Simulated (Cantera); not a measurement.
# Thermodynamics of tantalum, niobium, vanadium and zirconium in process gases, feed Nb + H2O

Input: 1 mol Nb, 1.1 mol H2O, held at 1300 K and 1.90 mbar.

These are equilibrium values from Cantera (NASA tables, ideal gas, pure condensed phases), not measurements of a reactor. Candidate condensed phases: H2O, Nb, NbO, NbO2, Nb2O5; 12 gas species. Mutual solubility and eutectic melting of coexisting phases are not modelled. NbO: taken at fixed stoichiometry. Condensed phases not in the tables: the oxides between NbO2 and Nb2O5. Equilibrium is a limit: real reactors are often held back by kinetics, nucleation or transport.

```json
{
  "x(H2)": "1.000",
  "x(H2O)": "0.000386",
  "x(H)": "2.54e-5",
  "n(NbO(s))": "0.900 mol",
  "n(NbO2(s))": "0.0996 mol",
  "gas_amount": "1.100 mol",
  "log10 activity of Nb(s) (absent)": "-1.68"
}
```
